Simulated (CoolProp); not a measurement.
A simple Rankine cycle with water: condensing at 325.15 K, boiler at 3.94 MPa, turbine inlet 562.6 K, turbine efficiency 0.75, pump efficiency 0.6, no recuperator. Each further row changes one setting.

Values from CoolProp's reference Helmholtz-energy equation of state, Wagner 2002.

```
case                             thermal efficiency (%)  net work (kJ/kg)  heat in (kJ/kg)  turbine exit temperature (K)  volume ratio over the turbine
-------------------------------  ----------------------  ----------------  ---------------  ----------------------------  -----------------------------
as stated                                          24.6               667             2710                         325.2                            162
turbine inlet 582.6 K                              24.8               685             2770                         325.2                            156
condensing temperature 317.15 K                    25.5               701             2740                         317.2                            235
boiler pressure 2.76 MPa                           23.5               646             2750                         325.2                            112
turbine efficiency 0.65                            21.3               577             2710                         325.2                            169
```

The expansion ends wet for: as stated; turbine inlet 582.6 K; condensing temperature 317.15 K; boiler pressure 2.76 MPa; turbine efficiency 0.65.
